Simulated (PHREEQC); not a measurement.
**Brine with nickel, zinc or cadmium bath (model solution)**

Solution A (6.5 mmol/kgw HCl and 10 mmol/kgw H3BO3) is mixed with solution B (1.2 mmol/kgw CdCl2 and 1.6 mmol/kgw NiCl2) at 25 °C; shares are by mass of water, 1 kg in all. O2 is buffered at 0.21 atm. CO2 from the air is kept out. The run lets Cd(OH)2, CdOHCl, Ni(OH)2 precipitate or redissolve, and no other solid.

The series has 21 steps of share of solution B, from 0 to 1.

Model: ion-association model, wateq4f.dat, run in PHREEQC.

Task: Between which two steps does the pH jump most, and from what to what?

Result: Between share of solution B = 0.95 and 1: from 3.52 to 6.25.
